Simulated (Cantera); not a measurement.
A perfectly stirred reactor is fed with CH₄ : O₂ : N₂ = 1 : 3.64 : 14.5 (molar parts), equivalence ratio 0.55, at 345 Torr; it is adiabatic with a 500 K inlet, and is followed from long to short residence time, starting on the burning branch (τ in s: 0.044, 0.019, 0.0078, 0.0033, 0.0014, 0.0006, 0.00025, 0.00011, 4.5e-05).

Model: GRI-Mech 3.0 (53 species, 325 reactions), integrated in Cantera.

Task: What does this change do: pressure from 345 Torr to 540 Torr?

Result: 
| quantity | before | after |
|---|---|---|
| blow-out, bracketed by the residence times tried | burning at 0.600 ms, out at 0.250 ms | burning at 0.600 ms, out at 0.250 ms |
| x(CH₄) at τ = 44.0 ms | 2.77e-5 | 2.53e-5 |
| x(O₂) at τ = 44.0 ms | 0.0856 | 0.0856 |
| x(CH₂O) at τ = 44.0 ms | 3.05e-6 | 2.66e-6 |
| x(H₂) at τ = 44.0 ms | 0.000321 | 0.000187 |
| x(O) at τ = 44.0 ms | 0.000538 | 0.000303 |
| x(CH₄) at τ = 1.40 ms | 0.000326 | 0.000267 |
| x(O₂) at τ = 1.40 ms | 0.0890 | 0.0881 |
| x(CH₂O) at τ = 1.40 ms | 3.30e-5 | 2.85e-5 |
| x(H₂) at τ = 1.40 ms | 0.00208 | 0.00142 |
| x(O) at τ = 1.40 ms | 0.00292 | 0.00196 |
